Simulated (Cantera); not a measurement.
Input: 1 mol SiO2, 0.75 mol C, 4.1 mol H2, 0.59 mol CH4, at 2575 K and 0.100 bar.

Cantera equilibrium calculation (NASA polynomials, part measured and part estimated; ideal gas, pure solids and liquids). Candidate condensed phases: C, C6H6, C7H8, C8H18, H2O, Si, SiC, SiO2; 123 gas species. Gases not in the tables: Si2H6 and higher silanes. The numbers say what is thermodynamically allowed, not how fast it happens.

Base state: H2 0.621, CO 0.168, H 0.0863, SiO 0.0843, Si 0.0365, SiH 0.00215, Si2C 0.000802, Si2 0.000484 (mole fractions); condensed: gas only.

Task: What changes in the equilibrium state with this change: SiO2 replaced by MgO?

Result: 
| species | before | after |
|---|---|---|
| H2 | 0.621 | 0.640 |
| CO | 0.168 | 0.131 |
| Mg | 0 | 0.131 |
| SiO | 0.0843 | 0 |
| Si | 0.0365 | 0 |
| H | 0.0863 | 0.0876 |
| SiH | 0.00215 | 0 |
| Si2C | 0.000802 | 0 |
| MgH | 0 | 0.000677 |
| Si2 | 0.000484 | 0 |
| C(graphite), mol | 0 | 0.193 |
The tables' values for MgH are old estimates; treat these amounts as uncertain. Further candidate phases: Mg, MgCO3, MgO, Mg(OH)2.
